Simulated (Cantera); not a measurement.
**Silicon nitride deposition: Si2Cl6 + N2**

Input: 1 mol Si2Cl6, 43 mol N2, equilibrated at 1.00 Torr.

Equilibrium computed with Cantera from the NASA thermochemical tables; the gas is ideal and each condensed phase is pure. Candidate condensed phases: Si, Si3N4; 13 gas species. The feed counts by its element totals alone. The tables' values for SiCl3, SiCl, SiN are old estimates; treat these amounts as uncertain. The numbers say what is thermodynamically allowed, not how fast it happens.

```json
[
 {"T (K)": "1823", "log p N2": "-2.91", "log p Cl": "-4.28", "log p SiCl2": "-4.28", "log p SiCl3": "-5.42", "log p Si": "-8.51", "log p SiCl": "-7.43"},
 {"T (K)": "1848", "log p N2": "-2.91", "log p Cl": "-4.27", "log p SiCl2": "-4.27", "log p SiCl3": "-5.53", "log p Si": "-8.18", "log p SiCl": "-7.24"},
 {"T (K)": "1873", "log p N2": "-2.91", "log p Cl": "-4.26", "log p SiCl2": "-4.26", "log p SiCl3": "-5.65", "log p Si": "-7.86", "log p SiCl": "-7.06"},
 {"T (K)": "1898", "log p N2": "-2.91", "log p Cl": "-4.26", "log p SiCl2": "-4.26", "log p SiCl3": "-5.76", "log p Si": "-7.55", "log p SiCl": "-6.88"},
 {"T (K)": "1923", "log p N2": "-2.91", "log p Cl": "-4.25", "log p SiCl2": "-4.26", "log p SiCl3": "-5.88", "log p Si": "-7.24", "log p SiCl": "-6.70"},
 {"T (K)": "1948", "log p N2": "-2.91", "log p Cl": "-4.25", "log p SiCl2": "-4.26", "log p SiCl3": "-5.99", "log p Si": "-6.94", "log p SiCl": "-6.53"},
 {"T (K)": "1973", "log p N2": "-2.91", "log p Cl": "-4.25", "log p SiCl2": "-4.26", "log p SiCl3": "-6.10", "log p Si": "-6.65", "log p SiCl": "-6.37"},
 {"T (K)": "1998", "log p N2": "-2.91", "log p Cl": "-4.24", "log p SiCl2": "-4.26", "log p SiCl3": "-6.21", "log p Si": "-6.38", "log p SiCl": "-6.22"},
 {"T (K)": "2023", "log p N2": "-2.91", "log p Cl": "-4.23", "log p SiCl2": "-4.26", "log p SiCl3": "-6.32", "log p Si": "-6.11", "log p SiCl": "-6.07"},
 {"T (K)": "2048", "log p N2": "-2.91", "log p Cl": "-4.22", "log p SiCl2": "-4.27", "log p SiCl3": "-6.42", "log p Si": "-5.87", "log p SiCl": "-5.93"},
 {"T (K)": "2073", "log p N2": "-2.92", "log p Cl": "-4.21", "log p SiCl2": "-4.28", "log p SiCl3": "-6.52", "log p Si": "-5.64", "log p SiCl": "-5.81"},
 {"T (K)": "2098", "log p N2": "-2.92", "log p Cl": "-4.18", "log p SiCl2": "-4.30", "log p SiCl3": "-6.62", "log p Si": "-5.44", "log p SiCl": "-5.70"}
]
```
log p: log10 of the partial pressure in bar; nothing condenses.

From 1823 K to 2098 K nothing is condensed. The main Si-bearing gas is SiCl2 throughout.
